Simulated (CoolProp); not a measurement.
Dimethyl carbonate along the isotherm 532.5 K: density (kg/m³) from the reference equation and from simpler models built on Tc = 557.0 K, pc = 4909 kPa, ω = 0.346; each cubic takes its own stable root.

The numbers come from the reference Helmholtz-energy equation of state, Zhou 2011 in CoolProp.

```tsv
p (kPa)	phase	reference	van der Waals	Redlich-Kwong	Peng-Robinson
77.6	gas	1.589	1.587	1.589	1.590
159	gas	3.278	3.270	3.276	3.282
327	gas	6.838	6.806	6.833	6.856
672	gas	14.49	14.35	14.47	14.58
1380	gas	32.00	31.26	31.85	32.39
2830	gas	81.82	75.77	79.78	83.65
5820	liquid	673.9	420.6	536.7	625.8
12000	liquid	726.1	485.9	622.3	709.8
24500	liquid	783.3	540.5	703.5	793.9
```
